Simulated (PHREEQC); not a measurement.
Model water analysis in mmol/kgw, 25 °C, pH 4.04, pe 10.5: Na 2.56; K 3.99; Ca 0.27; Mg 0.0464; Cl 2.39; S(6) 2.46; O(0) (counted as O atoms) 0.0154.

Valence states are taken as typed.

The numbers come from PHREEQC with the ion-association model, phreeqc.dat.

Each row changes one thing in this solution. Precipitation was switched off in this run.

| case | SO4-2 (mol/kgw) | Ca+2 (mol/kgw) | KSO4- (mol/kgw) | CaSO4 (mol/kgw) | Mg+2 (mol/kgw) | NaSO4- (mol/kgw) | SI of Gypsum (CaSO4:2H2O) | SI of Halite (NaCl) |
|---|---|---|---|---|---|---|---|---|
| as made | 0.00233 | 0.000228 | 4.31e-5 | 4.25e-5 | 3.72e-5 | 1.99e-5 | -2.04 | -6.88 |
| K from 3.99 to 2 mmol/kgw | ___ | 0.000226 | 2.22e-5 | 4.41e-5 | 3.69e-5 | 2.04e-5 | -2.02 | -6.87 |
| temperature from 25 to 70 °C at the same typed pH | 0.00225 | 0.000220 | ___ | 4.98e-5 | 2.88e-5 | 2.37e-5 | -1.99 | -6.91 |
| S(6) from 2.46 to 7.38 mmol/kgw | 0.00707 | 0.000188 | 0.000112 | 8.21e-5 | 2.93e-5 | 5.21e-5 | -1.75 | -6.91 |

Task: Some entries are withheld; supply them.

Result: 
- K from 3.99 to 2 mmol/kgw, SO4-2 (mol/kgw): 0.00235
- temperature from 25 to 70 °C at the same typed pH, KSO4- (mol/kgw): 7.88e-5

Away from 25 °C the constants follow the database's enthalpies or fits; those with neither stay at their 25 °C values.
